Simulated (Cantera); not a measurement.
## SiCl₄ + H₂ (chlorosilane synthesis and conversion)

Charge: 1 mol SiCl₄, 5.7 mol H₂, equilibrated at 25000 Pa.

These are equilibrium values from Cantera (NASA tables, ideal gas, pure condensed phases), not measurements of a reactor. Candidate condensed phases: Si; 19 gas species. The tables' values for SiCl₃ are old estimates; treat these amounts as uncertain. Equilibrium is a limit: real reactors are often held back by kinetics, nucleation or transport.

| T (K) | log p H₂ | log p SiCl₄ | log p HCl | log p SiHCl₃ | log p SiCl₂ | log p SiCl₃ |
|---|---|---|---|---|---|---|
| 573 | -0.67 | -1.43 | -3.48 | -3.48 | <-12 | -9.08 |
| 623 | -0.67 | -1.44 | -3.22 | -3.22 | -11.66 | -8.04 |
| 673 | -0.67 | -1.44 | -3.01 | -3.01 | -10.20 | -7.15 |
| 723 | -0.68 | -1.45 | -2.82 | -2.82 | -8.94 | -6.39 |
| 773 | -0.68 | -1.45 | -2.66 | -2.67 | -7.85 | -5.73 |
| 823 | -0.68 | -1.46 | -2.53 | -2.53 | -6.90 | -5.16 |
| 873 | -0.68 | -1.48 | -2.41 | -2.42 | -6.06 | -4.65 |
| 923 | -0.68 | -1.49 | -2.30 | -2.32 | -5.31 | -4.20 |
| 973 | -0.69 | -1.51 | -2.21 | -2.24 | -4.65 | -3.81 |
| 1023 | -0.69 | -1.52 | -2.12 | -2.17 | -4.07 | -3.46 |
| 1073 | -0.69 | -1.55 | -2.03 | -2.12 | -3.56 | -3.15 |
| 1123 | -0.70 | -1.57 | -1.94 | -2.09 | -3.12 | -2.89 |
| 1173 | -0.70 | -1.61 | -1.85 | -2.09 | -2.76 | -2.68 |
| 1223 | -0.71 | -1.65 | -1.75 | -2.12 | -2.48 | -2.51 |
log p: log10 of the partial pressure in bar; nothing condenses.

From 573 K to 1223 K nothing is condensed. The main Si-bearing gas is SiCl₄ throughout.
